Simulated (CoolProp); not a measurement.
The numbers come from the reference Helmholtz-energy equation of state, Leachman 2009 in CoolProp.

Task: Give the vapour pressure (MPa), vapour density (kg/m³), liquid cp (kJ/(kg K)) of saturated normal hydrogen at 26.9, 27.8 K.

Result: 
```json
[
 {"T (K)": "26.9", "p (MPa)": "0.469", "vapour density (kg/m³)": "5.69", "liquid cp (kJ/(kg K))": "15.8"},
 {"T (K)": "27.8", "p (MPa)": "0.553", "vapour density (kg/m³)": "6.78", "liquid cp (kJ/(kg K))": "17.5"}
]
```
